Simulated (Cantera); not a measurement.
## Ignition delay

Mixture: 2.58 % C₃H₈, 20.5 % O₂, 76.9 % N₂, equivalence ratio 0.63, at 36000 Pa, adiabatic and at constant volume. Ignition delay is the time to a rise of 400 K.

Computed with Cantera and GRI-Mech 3.0 (53 species, 325 reactions). GRI-Mech 3.0 was tuned for natural gas; its chemistry of propane as a main component is partial and can be far from experiment.

| T0 (K) | delay (ms) |
|---|---|
| 1200 | 8.75 |
| 1300 | 1.41 |
| 1400 | 0.359 |
| 1500 | 0.134 |
| 1600 | 0.0654 |
| 1700 | 0.0385 |

```
Quantity                                                Result
--------------------------------------------------  ----------
apparent activation energy between 1500 and 1700 K  130 kJ/mol
```
